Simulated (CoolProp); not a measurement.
Carbon dioxide at 542.79 K and 0.804 MPa is throttled through a valve to 0.122 MPa with no heat exchange. Each further row changes one setting.

Computed with CoolProp (reference Helmholtz-energy equation of state, Span 1996).

```json
[
 {"case": "as stated", "temperature change (K)": "-1.8", "final density (kg/m³)": "1.19"},
 {"case": "outlet pressure 0.0366 MPa", "temperature change (K)": "-2.0", "final density (kg/m³)": "0.358"},
 {"case": "outlet pressure 0.159 MPa", "temperature change (K)": "-1.7", "final density (kg/m³)": "1.56"}
]
```
